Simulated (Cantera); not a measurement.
An adiabatic, constant-volume homogeneous reactor starts with CH4 : CO : O2 : N2 : H2O = 1 : 0.78 : 6.83 : 25.7 : 6.2 (molar parts), at 1250 K and 0.540 bar. Integrator tolerance rtol = 1e-08.

Computed with Cantera and GRI-Mech 3.0 (53 species, 325 reactions).

What does this change do: initial temperature 1250 to 1575 K?


```json
[
 {"quantity": "time of steepest temperature rise", "before": "22.2 ms", "after": "0.755 ms"},
 {"quantity": "temperature at 4.00 s", "before": "2037 K", "after": "2268 K"},
 {"quantity": "equilibrium temperature", "before": "2035 K", "after": "2268 K"},
 {"quantity": "x(CH4) at 4.00 s", "before": "<1e-12 (gas-phase equilibrium <1e-12)", "after": "<1e-12 (gas-phase equilibrium <1e-12)"},
 {"quantity": "x(CO) at 4.00 s", "before": "0.000259 (gas-phase equilibrium 0.000256)", "after": "0.00144 (gas-phase equilibrium 0.00144)"},
 {"quantity": "x(O2) at 4.00 s", "before": "0.107 (gas-phase equilibrium 0.107)", "after": "0.104 (gas-phase equilibrium 0.104)"},
 {"quantity": "x(H2O) at 4.00 s", "before": "0.202 (gas-phase equilibrium 0.202)", "after": "0.198 (gas-phase equilibrium 0.198)"},
 {"quantity": "x(C2H) at 4.00 s", "before": "<1e-12 (gas-phase equilibrium <1e-12)", "after": "<1e-12 (gas-phase equilibrium <1e-12)"},
 {"quantity": "x(CH3) at 4.00 s", "before": "<1e-12 (gas-phase equilibrium <1e-12)", "after": "<1e-12 (gas-phase equilibrium <1e-12)"}
]
```

What does this change do: initial temperature 1250 to 1550 K?


```json
[
 {"quantity": "time of steepest temperature rise", "before": "22.2 ms", "after": "0.920 ms"},
 {"quantity": "temperature at 4.00 s", "before": "2037 K", "after": "2252 K"},
 {"quantity": "equilibrium temperature", "before": "2035 K", "after": "2252 K"},
 {"quantity": "x(CH4) at 4.00 s", "before": "<1e-12 (gas-phase equilibrium <1e-12)", "after": "<1e-12 (gas-phase equilibrium <1e-12)"},
 {"quantity": "x(CO) at 4.00 s", "before": "0.000259 (gas-phase equilibrium 0.000256)", "after": "0.00129 (gas-phase equilibrium 0.00129)"},
 {"quantity": "x(O2) at 4.00 s", "before": "0.107 (gas-phase equilibrium 0.107)", "after": "0.104 (gas-phase equilibrium 0.104)"},
 {"quantity": "x(H2O) at 4.00 s", "before": "0.202 (gas-phase equilibrium 0.202)", "after": "0.198 (gas-phase equilibrium 0.198)"},
 {"quantity": "x(C2H) at 4.00 s", "before": "<1e-12 (gas-phase equilibrium <1e-12)", "after": "<1e-12 (gas-phase equilibrium <1e-12)"},
 {"quantity": "x(CH3) at 4.00 s", "before": "<1e-12 (gas-phase equilibrium <1e-12)", "after": "<1e-12 (gas-phase equilibrium <1e-12)"}
]
```
